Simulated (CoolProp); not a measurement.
Properties of oxygen along the isobar 9.2 bar (Tc = -118.6 °C, pc = 50.46 bar, ω = 0.022).

Values from CoolProp's reference Helmholtz-energy equation of state, Schmidt 1985. Above 300 K oxygen's equation is extrapolated.

```json
[
 {"T (°C)": "-192.35", "phase": "liquid", "cp (kJ/(kg K))": "1.679", "speed of sound (m/s)": "984.4", "expansivity (1/kK)": "3.970", "Prandtl number": "2.62", "fugacity coefficient": "0.03726"},
 {"T (°C)": "-175.95", "phase": "liquid", "cp (kJ/(kg K))": "1.719", "speed of sound (m/s)": "850.1", "expansivity (1/kK)": "4.688", "Prandtl number": "2.00", "fugacity coefficient": "0.2114"},
 {"T (°C)": "-159.65", "phase": "liquid", "cp (kJ/(kg K))": "1.837", "speed of sound (m/s)": "705.1", "expansivity (1/kK)": "6.099", "Prandtl number": "1.77", "fugacity coefficient": "0.6689"},
 {"T (°C)": "-143.25", "phase": "gas", "cp (kJ/(kg K))": "1.097", "speed of sound (m/s)": "204.3", "expansivity (1/kK)": "10.89", "Prandtl number": "0.856", "fugacity coefficient": "0.8998"},
 {"T (°C)": "-126.85", "phase": "gas", "cp (kJ/(kg K))": "1.028", "speed of sound (m/s)": "221.6", "expansivity (1/kK)": "8.621", "Prandtl number": "0.813", "fugacity coefficient": "0.9292"},
 {"T (°C)": "-110.45", "phase": "gas", "cp (kJ/(kg K))": "0.9915", "speed of sound (m/s)": "236.8", "expansivity (1/kK)": "7.260", "Prandtl number": "0.787", "fugacity coefficient": "0.9484"},
 {"T (°C)": "-94.05", "phase": "gas", "cp (kJ/(kg K))": "0.9695", "speed of sound (m/s)": "250.5", "expansivity (1/kK)": "6.327", "Prandtl number": "0.770", "fugacity coefficient": "0.9614"},
 {"T (°C)": "-77.65", "phase": "gas", "cp (kJ/(kg K))": "0.9556", "speed of sound (m/s)": "263.3", "expansivity (1/kK)": "5.636", "Prandtl number": "0.758", "fugacity coefficient": "0.9707"},
 {"T (°C)": "-61.25", "phase": "gas", "cp (kJ/(kg K))": "0.9465", "speed of sound (m/s)": "275.2", "expansivity (1/kK)": "5.097", "Prandtl number": "0.749", "fugacity coefficient": "0.9775"},
 {"T (°C)": "-44.95", "phase": "gas", "cp (kJ/(kg K))": "0.9405", "speed of sound (m/s)": "286.3", "expansivity (1/kK)": "4.664", "Prandtl number": "0.742", "fugacity coefficient": "0.9826"},
 {"T (°C)": "-28.55", "phase": "gas", "cp (kJ/(kg K))": "0.9364", "speed of sound (m/s)": "297.0", "expansivity (1/kK)": "4.303", "Prandtl number": "0.736", "fugacity coefficient": "0.9864"},
 {"T (°C)": "-12.15", "phase": "gas", "cp (kJ/(kg K))": "0.9340", "speed of sound (m/s)": "307.3", "expansivity (1/kK)": "3.998", "Prandtl number": "0.731", "fugacity coefficient": "0.9895"},
 {"T (°C)": "4.25", "phase": "gas", "cp (kJ/(kg K))": "0.9328", "speed of sound (m/s)": "317.0", "expansivity (1/kK)": "3.736", "Prandtl number": "0.727", "fugacity coefficient": "0.9918"},
 {"T (°C)": "20.65", "phase": "gas", "cp (kJ/(kg K))": "0.9326", "speed of sound (m/s)": "326.4", "expansivity (1/kK)": "3.508", "Prandtl number": "0.724", "fugacity coefficient": "0.9937"},
 {"T (°C)": "37.05", "phase": "gas", "cp (kJ/(kg K))": "0.9333", "speed of sound (m/s)": "335.5", "expansivity (1/kK)": "3.308", "Prandtl number": "0.722", "fugacity coefficient": "0.9953"}
]
```

Viscosity comes from a separate model (Lemmon 2004). Thermal conductivity comes from a separate model (Lemmon 2004).
